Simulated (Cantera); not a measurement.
A diamond (100) surface in a fixed gas of H2 with x(CH4) = 0.0053, x(CH3) = 1.5e-05, at 1175 K, 0.240 bar; coverages are run to steady state.

Cantera simulation using the Harris–Goodwin 1993 mechanism for the reconstructed diamond (100) surface; the numbers are that mechanism's predictions, not measurements.

θ: site fractions in the mechanism's names (c6HH fully hydrogenated, c6H* and c6*H radical sites, c6** diradical, c6HM methylated).

```json
[
 {"x(H)": "0.0001", "growth (µm/h)": "[?]", "θ c6HH": "0.610", "θ c6H*": "0.0264", "θ c6*H": "0.356", "θ c6**": "0.00533", "θ c6HM": "0.00122"},
 {"x(H)": "0.00023", "growth (µm/h)": "[?]", "θ c6HH": "0.536", "θ c6H*": "0.0312", "θ c6*H": "0.419", "θ c6**": "0.0108", "θ c6HM": "0.00148"},
 {"x(H)": "0.00054", "growth (µm/h)": "[?]", "θ c6HH": "0.493", "θ c6H*": "0.0337", "θ c6*H": "0.454", "θ c6**": "0.0172", "θ c6HM": "0.00153"},
 {"x(H)": "0.0012", "growth (µm/h)": "[?]", "θ c6HH": "0.472", "θ c6H*": "0.0349", "θ c6*H": "0.469", "θ c6**": "0.0219", "θ c6HM": "0.00131"},
 {"x(H)": "0.0029", "growth (µm/h)": "[?]", "θ c6HH": "0.462", "θ c6H*": "0.0356", "θ c6*H": "0.476", "θ c6**": "0.0251", "θ c6HM": "0.000880"},
 {"x(H)": "0.0066", "growth (µm/h)": "[?]", "θ c6HH": "0.457", "θ c6H*": "0.0360", "θ c6*H": "0.479", "θ c6**": "0.0266", "θ c6HM": "0.000502"},
 {"x(H)": "0.015", "growth (µm/h)": "3.30", "θ c6HH": "0.455", "θ c6H*": "0.0365", "θ c6*H": "0.480", "θ c6**": "0.0274", "θ c6HM": "0.000254"},
 {"x(H)": "0.035", "growth (µm/h)": "3.54", "θ c6HH": "0.455", "θ c6H*": "0.0376", "θ c6*H": "0.480", "θ c6**": "0.0280", "θ c6HM": "0.000117"},
 {"x(H)": "0.082", "growth (µm/h)": "3.69", "θ c6HH": "0.454", "θ c6H*": "0.0400", "θ c6*H": "0.477", "θ c6**": "0.0287", "θ c6HM": "5.20e-5"}
]
```

### Question
Fill in the missing entries.

### Answer

- 0.0001, growth (µm/h): 0.140
- 0.00023, growth (µm/h): 0.363
- 0.00054, growth (µm/h): 0.809
- 0.0012, growth (µm/h): 1.45
- 0.0029, growth (µm/h): 2.27
- 0.0066, growth (µm/h): 2.90
